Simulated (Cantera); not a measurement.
Charge: 1 mol TEOS, a varied amount of NO, 0.49 mol H2, held at 1775 °C and 21.0 Pa.

Cantera equilibrium calculation (NASA polynomials, part measured and part estimated; ideal gas, pure solids and liquids). Candidate condensed phases: C, C6H6, C7H8, C8H18, H2O, Si, SiC, SiO2, Si2N2O, Si3N4; 151 gas species. The feed counts by its element totals alone. Equilibrium is a limit: real reactors are often held back by kinetics, nucleation or transport.

### Question
Which condensed phases are stable at each of these points (n(NO) (mol)): 0.65, 0.91, 1.3, 1.8, 2.6, 3.6, 5.2, 7.3, 10, 15?

### Answer
```csv
n(NO) (mol),condensed phases,Si condensed (%)
0.65,C(graphite) + SiC(s),50.6
0.91,C(graphite) + SiC(s),49.2
1.3,C(graphite) + SiC(s),47.2
1.8,C(graphite) + SiC(s),44.6
2.6,C(graphite) + SiC(s),40.4
3.6,SiC(s),32.5
5.2,gas only,0.0
7.3,gas only,0.0
10,gas only,0.0
15,gas only,0.0
```

From 0.65 mol NO to 2.6 mol NO the condensed part is C(graphite) + SiC(s). At 3.6 mol NO the condensed part is SiC(s). From 5.2 mol NO to 15 mol NO nothing is condensed.
